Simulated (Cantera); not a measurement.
Input (Python, Cantera) and output of one run.

```python
import numpy as np
import cantera as ct

gas_names = [...]  # 45 gases of nasa_gas.yaml made of Cu, F, H, N, O
cond_names = """
    Cu(cr) Cu(L) CuF2(s) CuF2(L) CuO(s) CuO2H2(s) Cu2O(s) Cu2O(L) H2O(s) H2O(L)
""".split()


# ... load() reads the species with a 1 bar reference pressure and builds the phases ...
atoms = {
    'CuO': {'Cu': 1, 'O': 1},
    'HF': {'H': 1, 'F': 1},
    'N2': {'N': 2},
}
top_T = {'CuO(s)': 1390}  # K; cautious upper limits of use, not melting points


# ... equilibrate(T, P, feed) seeds the gas with the atoms and calls Mixture.equilibrate('TP', solver="vcs", rtol=1e-11, max_steps=5000) ...
results = []
feed = {'CuO': 1, 'HF': 13, 'N2': 3.5}  # mol
P = 43000  # Pa
for T in [1100, 1200, 1300, 1400, 1500, 1600, 1700]:
    mix = equilibrate(T, P, feed)
    results.append((T, P, feed, dict(zip(mix.species_names, mix.species_moles))))

top = {s: max(r[3][s] / sum(r[3][g] for g in gas_names) for r in results) for s in gas_names}
cols = sorted((s for s in top if top[s] > 1e-05), key=lambda s: -top[s])[:5]
seen = [c for c in cond_names if any(r[3].get(c, 0) > 1e-12 for r in results)]
print("log10 of partial pressures in bar; condensed amounts in mol")
print(f"{'T/K':>10s}" + "".join(f"{s[:9]:>10s}" for s in cols + seen))
for T, P, feed, n in results:
    ng = sum(n[g] for g in gas_names)
    print(f"{T:10.4g}" + "".join(f"{np.log10(max(n[s] / ng * P / 1e5, 1e-99)):10.3f}" for s in cols)
          + "".join(f"{n.get(c, 0):10.4g}" for c in seen))
```

Result:

```
log10 of partial pressures in bar; condensed amounts in mol
       T/K        HF        N2       CuF       H2O        O2   CuF2(s)    CuO(s)   Cu2O(s)   Cu2O(L)
      1100    -0.473    -1.042    -4.451    -3.489    -2.630  0.004629    0.6261    0.1804         0
      1200    -0.478    -1.046    -3.706    -3.293    -2.200         0         0    0.4882         0
      1300    -0.479    -1.047    -3.120    -3.041    -2.203         0         0    0.4749         0
      1400    -0.482    -1.048    -2.651    -2.771    -2.205         0         0    0.4452         0
      1500    -0.488    -1.049    -2.274    -2.494    -2.207         0         0     0.385         0
      1600    -0.496    -1.052    -2.003    -2.266    -2.209         0         0         0    0.2949
      1700    -0.509    -1.055    -1.783    -2.066    -2.212         0         0         0    0.1631
```

Method: chemical equilibrium by Gibbs-energy minimisation in Cantera with the NASA 1993 tables (ideal gas, pure condensed phases). Mutual solubility and eutectic melting of coexisting phases are not modelled.
